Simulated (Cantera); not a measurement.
Cantera with NASA thermochemical tables; ideal gases at 1 bar, condensed phases pure. Values are per mole of reaction as written; species without (g) are pure solids or liquids, kept so even where they would boil at 1 bar.

Ca + 2 HCl(g) = CaCl₂ + 2 H(g)

| T (K) | ΔH° (kJ) | ΔS° (J/K) | ΔG° (kJ) | log10 K | condensed phases |
|---|---|---|---|---|---|
| 300 | ? | ? | ? | ? | Ca(s), CaCl₂(s) |
| 350 | -173.6 | -77.3 | -146.5 | 21.87 | Ca(s), CaCl₂(s) |
| 500 | -168.9 | -66.1 | -135.8 | 14.19 | Ca(s), CaCl₂(s) |
| 650 | -164.3 | -58.0 | -126.6 | 10.17 | Ca(s), CaCl₂(s) |
| 800 | -160.7 | -53.1 | -118.2 | 7.72 | Ca(s), CaCl₂(s) |
| 950 | -156.0 | -47.7 | -110.7 | 6.09 | Ca(s), CaCl₂(s) |
| 1100 | -121.9 | -15.0 | -105.4 | 5.00 | Ca(s), CaCl₂(l) |
| 1250 | ? | ? | ? | ? | Ca(l), CaCl₂(l) |
| 1400 | -118.3 | -12.9 | -100.3 | 3.74 | Ca(l), CaCl₂(l) |
| 1550 | -112.6 | -9.0 | -98.6 | 3.32 | Ca(l), CaCl₂(l) |
| 1700 | -107.0 | -5.6 | -97.5 | 3.00 | Ca(l), CaCl₂(l) |
| 1850 | ? | ? | ? | ? | Ca(l), CaCl₂(l) |

What belongs in the gaps?


- 300, ΔH° (kJ): -175.1
- 300, ΔS° (J/K): -82.1
- 300, ΔG° (kJ): -150.5
- 300, log10 K: 26.21
- 1250, ΔH° (kJ): -124.2
- 1250, ΔS° (J/K): -17.4
- 1250, ΔG° (kJ): -102.5
- 1250, log10 K: 4.28
- 1850, ΔH° (kJ): -101.6
- 1850, ΔS° (J/K): -2.5
- 1850, ΔG° (kJ): -96.9
- 1850, log10 K: 2.74
